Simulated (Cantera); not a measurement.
Charge: 1 mol CaCO3, 0.41 mol C, a varied amount of H2, 0.14 mol H2O, equilibrated at 1375 K and 10000 Pa.

Equilibrium computed with Cantera from the NASA thermochemical tables; the gas is ideal and each condensed phase is pure. Candidate condensed phases: C, C6H6, C7H8, C8H18, Ca, CaCO3, CaO, Ca(OH)2, H2O; 115 gas species. Equilibrium is a limit: real reactors are often held back by kinetics, nucleation or transport.

Task: At 0.07 mol H2, list the 4 most abundant gas species with their mole fractions, and the condensed phases.

Result: CO 0.498, CO2 0.372, H2O 0.0787, H2 0.0510. Condensed: CaO(s).
